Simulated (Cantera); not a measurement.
A perfectly stirred reactor is fed with CH₄ : N₂ = 1 : 30 (molar parts), at 0.987 atm; it is held at 1825 K, and followed from long to short residence time.

Model: GRI-Mech 3.0 (53 species, 325 reactions), integrated in Cantera. GRI-Mech 3.0 stops at C3 and has no aromatics, soot or wall deposition, so with more carbon than oxygen in the feed, carbon stays in small species such as C2H2 where larger ones or solid carbon would form.

What does this change do: N2 30 to 19 parts?


```csv
quantity,before,after
x(CH₄) at τ = 3.80 s,0.000604,0.000933
x(CH₃) at τ = 3.80 s,2.47e-5,3.09e-5
x(H) at τ = 3.80 s,9.35e-5,0.000116
x(C₂H) at τ = 3.80 s,3.01e-7,3.73e-7
x(C₂H₂) at τ = 3.80 s,0.0152,0.0232
x(CH₄) at τ = 30.0 ms,0.00664,0.0102
x(CH₃) at τ = 30.0 ms,0.000252,0.000314
x(H) at τ = 30.0 ms,7.22e-5,8.92e-5
x(C₂H) at τ = 30.0 ms,2.32e-7,2.86e-7
x(C₂H₂) at τ = 30.0 ms,0.0122,0.0187
```

What does this change do: N2 30 to 180 parts?


| quantity | before | after |
|---|---|---|
| x(CH₄) at τ = 3.80 s | 0.000604 | 9.77e-5 |
| x(CH₃) at τ = 3.80 s | 2.47e-5 | 9.40e-6 |
| x(H) at τ = 3.80 s | 9.35e-5 | 3.89e-5 |
| x(C₂H) at τ = 3.80 s | 3.01e-7 | 1.17e-7 |
| x(C₂H₂) at τ = 3.80 s | 0.0152 | 0.00250 |
| x(CH₄) at τ = 30.0 ms | 0.00664 | 0.00117 |
| x(CH₃) at τ = 30.0 ms | 0.000252 | 0.000101 |
| x(H) at τ = 30.0 ms | 7.22e-5 | 2.96e-5 |
| x(C₂H) at τ = 30.0 ms | 2.32e-7 | 9.38e-8 |
| x(C₂H₂) at τ = 30.0 ms | 0.0122 | 0.00207 |
